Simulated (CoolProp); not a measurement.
Dodecamethylpentasiloxane (MD3M) along the isobar 0.101 MPa: Z from the reference equation and from simpler models built on Tc = 354.9 °C, pc = 0.9540 MPa, ω = 0.730; each cubic takes its own stable root.

Computed with CoolProp (reference Helmholtz-energy equation of state, Thol 2019).

| T (°C) | phase | reference | Redlich-Kwong | Soave-Redlich-Kwong | Peng-Robinson |
|---|---|---|---|---|---|
| 217.65 | liquid | 0.01423 | 0.9232 | 0.01606 | 0.01420 |
| 226.85 | liquid | 0.01421 | 0.9274 | 0.01608 | 0.01421 |
| 236.05 | gas | 0.8985 | 0.9312 | 0.9136 | 0.9092 |
| 245.35 | gas | 0.9068 | 0.9348 | 0.9195 | 0.9151 |
| 254.55 | gas | 0.9141 | 0.9381 | 0.9248 | 0.9204 |
| 263.75 | gas | 0.9206 | 0.9412 | 0.9297 | 0.9253 |
| 272.95 | gas | 0.9265 | 0.9441 | 0.9343 | 0.9299 |
| 282.25 | gas | 0.9318 | 0.9468 | 0.9385 | 0.9342 |
| 291.45 | gas | 0.9366 | 0.9493 | 0.9424 | 0.9381 |
| 300.65 | gas | 0.9410 | 0.9517 | 0.9461 | 0.9418 |
| 309.95 | gas | 0.9451 | 0.9539 | 0.9495 | 0.9453 |
| 319.15 | gas | 0.9487 | 0.9560 | 0.9527 | 0.9485 |
| 328.35 | gas | 0.9521 | 0.9580 | 0.9556 | 0.9514 |
| 337.65 | gas | 0.9552 | 0.9599 | 0.9584 | 0.9543 |
| 346.85 | gas | 0.9580 | 0.9616 | 0.9610 | 0.9569 |

At some of these states Redlich-Kwong gives the other phase, because its saturation line lies elsewhere.
